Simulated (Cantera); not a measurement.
# Thermodynamics of hydrogen reduction and annealing atmospheres, feed ZrO₂ + H₂

Charge: 1 mol ZrO₂, 37 mol H₂, equilibrated at 1698.15 K and 4.90 bar.

Equilibrium computed with Cantera from the NASA thermochemical tables; the gas is ideal and each condensed phase is pure. Candidate condensed phases: H₂O, Zr, ZrO₂; 12 gas species. Equilibrium is a limit: real reactors are often held back by kinetics, nucleation or transport.

The x(H₂) is 1.000 and the x(H) is 6.54e-5. The n(ZrO₂(tetragonal)) is 1.000 mol and the gas amount is 37.00 mol.
